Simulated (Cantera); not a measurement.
Input: 1 mol Si, 2.5 mol Br2, a varied amount of H2, held at 0.0133 bar.

Equilibrium computed with Cantera from the NASA thermochemical tables; the gas is ideal and each condensed phase is pure. Candidate condensed phases: Br2, Si; 19 gas species. The tables' values for SiBr3 are old estimates. The numbers say what is thermodynamically allowed, not how fast it happens.

Q: What condenses at these points (T in °C, n(H2) in mol): (327, 12); (777, 5.4); (702, 47); (927, 47); (1002, 26)?

A: 
```csv
T (°C),n(H2) in mol,condensed phases,Si condensed (%)
327,12,gas only,0.0
777,5.4,gas only,0.0
702,47,Si,10.6
927,47,Si,41.7
1002,26,Si,15.4
```
